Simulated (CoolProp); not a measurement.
Values from CoolProp's reference Helmholtz-energy equation of state, Lemmon 2006. It is a short technical equation, of lower accuracy than the large ones.

### Question
For isopentane, give the phase and the cv (kJ/(kg K)), isothermal compressibility (1/MPa), expansivity (1/kK), fugacity coefficient at 349.5 K and 2.47 MPa; 368.1 K and 2.47 MPa.

### Answer
- 349.5 K and 2.47 MPa: liquid; cv 1.92, isothermal compressibility 0.00422, expansivity 2.08, fugacity coefficient 0.166
- 368.1 K and 2.47 MPa: liquid; cv 1.99, isothermal compressibility 0.00568, expansivity 2.38, fugacity coefficient 0.245
